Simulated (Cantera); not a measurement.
Feed: 1 mol HMDSO, 0.3 mol N2O, 58 mol H2, equilibrated at 6.90 mbar.

These are equilibrium values from Cantera (NASA tables, ideal gas, pure condensed phases), not measurements of a reactor. Candidate condensed phases: C, C6H6, C7H8, C8H18, H2O, Si, SiC, SiO2, Si2N2O, Si3N4; 151 gas species. The feed counts by its element totals alone. Mutual solubility and eutectic melting of coexisting phases are not modelled. The tables hold silica as quartz up to 1696 K and as liquid above; real silica turns to tridymite and cristobalite and melts near 1996 K. Rates play no part.

x: gas mole fraction; n: condensed amount in mol.

| T (K) | x H2 | x CO | x N2 | x H | x CH4 | x HCN | x SiO | n C(graphite) | n SiC(s) | n SiO2(β-quartz) | n Si2N2O(s) |
|---|---|---|---|---|---|---|---|---|---|---|---|
| 1073 | 0.999 | 0.000217 | 1.15e-7 | 1.69e-7 | 0.000317 | 5.22e-9 | 3.43e-8 | 5.06 | 0.907 | 0.493 | 0.300 |
| 1148 | 0.998 | 0.00200 | 1.82e-6 | 8.61e-7 | 0.000163 | 5.50e-8 | 5.64e-7 | 4.89 | 0.967 | 0.433 | 0.300 |
| 1223 | 0.986 | 0.0139 | 2.05e-5 | 3.59e-6 | 8.94e-5 | 4.30e-7 | 6.55e-6 | 3.67 | 1.38 | 0.0266 | 0.299 |
| 1298 | 0.984 | 0.0155 | 0.000864 | 1.28e-5 | 5.32e-5 | 5.92e-6 | 1.14e-5 | 3.42 | 1.52 | 0 | 0.241 |
| 1373 | 0.977 | 0.0189 | 0.00436 | … | … | … | … | 2.70 | 2.00 | 0 | 0 |
| 1448 | 0.977 | 0.0189 | 0.00435 | 0.000110 | 2.20e-5 | 4.71e-5 | 2.96e-5 | 2.70 | 2.00 | 0 | 0 |
| 1523 | 0.976 | 0.0189 | 0.00433 | … | … | … | … | 2.70 | 2.00 | 0 | 0 |
| 1598 | 0.976 | 0.0189 | 0.00430 | 0.000633 | 1.08e-5 | 0.000131 | 5.44e-5 | 2.69 | 2.00 | 0 | 0 |

Problem. Fill in the missing entries.

Solution. 
- 1373, x H: 3.96e-5
- 1373, x CH4: 3.31e-5
- 1373, x HCN: 2.59e-5
- 1373, x SiO: 2.07e-5
- 1523, x H: 0.000275
- 1523, x CH4: 1.51e-5
- 1523, x HCN: 8.07e-5
- 1523, x SiO: 4.07e-5
